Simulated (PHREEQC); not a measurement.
A solution holds 0.061 mol/kgw KH2PO4, 0.035 mol/kgw K2HPO4 and 0.0025 mol/kgw NaCl, at 70 °C. Closed to the air; pH follows from the charge balance.

The numbers come from PHREEQC with the ion-association model, phreeqc.dat.

Each row changes one thing in this solution. This is a speciation only: nothing precipitates in the calculation.

| case | pH | ionic strength (mol/kgw) | H2PO4- (mol/kgw) | KHPO4- (mol/kgw) | H3PO4 (mol/kgw) | PO4-3 (mol/kgw) |
|---|---|---|---|---|---|---|
| as made | 6.43 | 0.164 | 0.0610 | 0.00227 | 3.76e-6 | 5.25e-7 |
| NaCl from 0.0025 to 0.00275 mol/kgw | 6.43 | 0.164 | 0.0610 | 0.00227 | 3.76e-6 | 5.25e-7 |
| NaCl from 0.0025 to 0.00225 mol/kgw | 6.43 | 0.164 | 0.0610 | 0.00227 | 3.76e-6 | 5.25e-7 |
| temperature from 70 to 25 °C | 6.56 | 0.163 | 0.0610 | 0.00249 | 1.82e-6 | 2.75e-7 |
| NaCl left out | 6.44 | 0.161 | 0.0610 | 0.00229 | 3.75e-6 | 5.23e-7 |
| KH2PO4 left out | 8.86 | 0.104 | 0.000264 | 0.00146 | 6.49e-11 | 0.000108 |

Complexes and solids missing from the database can't appear. At this temperature some constants are extrapolated from 25 °C, and those without enthalpy data are left unchanged.
